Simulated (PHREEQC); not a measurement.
1 kg of water holding 0.018 mol/kgw NaOH, 0.012 mol/kgw Na2CO3 and 0.3 mol/kgw NaCl is evaporated at 15 °C; the solids stay in contact with the brine. No CO2 enters from the air. Solids allowed: Halite, Nahcolite, Natron, Trona. Others were left out.

Equilibrium calculation in PHREEQC: Pitzer model, pitzer.dat.

```tsv
water left (kg)	ionic strength	water activity	Halite (mol)	C in solution (mol/kgw)
1	0.354	0.989	0	0.0120
0.8219	0.431	0.987	0	0.0146
0.5552	0.638	0.980	0	0.0216
0.4563	0.776	0.976	0	0.0263
0.375	0.944	0.971	0	0.0320
0.3082	1.15	0.965	0	0.0389
0.2082	1.70	0.947	0	0.0576
0.1711	2.07	0.935	0	0.0701
0.1407	2.52	0.920	0	0.0853
0.09502	3.73	(withheld)	0	0.126
0.07809	4.53	0.844	0	0.154
0.06418	5.52	(withheld)	0	0.187
0.05276	6.71	0.747	0	0.227
0.03564	7.04	0.742	0.103	0.337
0.0293	7.24	0.738	(withheld)	0.410
0.02407	7.49	0.734	0.174	0.498
0.01627	8.17	0.722	0.221	0.737
0.01337	8.62	0.714	0.239	0.897
0.01099	9.18	0.702	0.253	1.09
0.00903	(withheld)	0.687	0.265	1.33
0.006094	11.8	0.639	0.282	1.97
0.005013	13.1	0.603	0.288	2.39
```

Problem. Some entries are withheld; supply them.

Solution. 
- 0.09502, water activity: 0.876
- 0.06418, water activity: 0.802
- 0.0293, Halite (mol): 0.142
- 0.00903, ionic strength: 9.87
